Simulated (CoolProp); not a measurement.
Normal hydrogen along the isotherm 30.4 K: density (kg/m³) from the reference equation and from simpler models built on Tc = 33.1 K, pc = 1.296 MPa, ω = -0.219; each cubic takes its own stable root.

Computed with CoolProp (reference Helmholtz-energy equation of state, Leachman 2009).

```csv
p (MPa),phase,reference
0.405,gas,3.767
0.81,gas,10.04
1.22,liquid,55.95
1.62,liquid,57.90
2.03,liquid,59.45
2.43,liquid,60.71
2.84,liquid,61.82
3.24,liquid,62.78
```

Problem. How far does each simpler model (van der Waals, Redlich-Kwong, Soave-Redlich-Kwong, Peng-Robinson) lie from the reference over these 8 states: mean and median of the absolute difference, and the worst?

Solution. 
- van der Waals: mean 16.8 %, median 20.5 %, worst -22.9 % at 30.4 K and 1.22 MPa
- Redlich-Kwong: mean 57.8 %, median 3.7 %, worst +438.8 % at 30.4 K and 0.81 MPa
- Soave-Redlich-Kwong: mean 1.2 %, median 1.1 %, worst -3.2 % at 30.4 K and 1.22 MPa
- Peng-Robinson: mean 9.3 %, median 10.9 %, worst +14.0 % at 30.4 K and 3.24 MPa

At some of these states Redlich-Kwong gives the other phase, because its saturation line lies elsewhere.
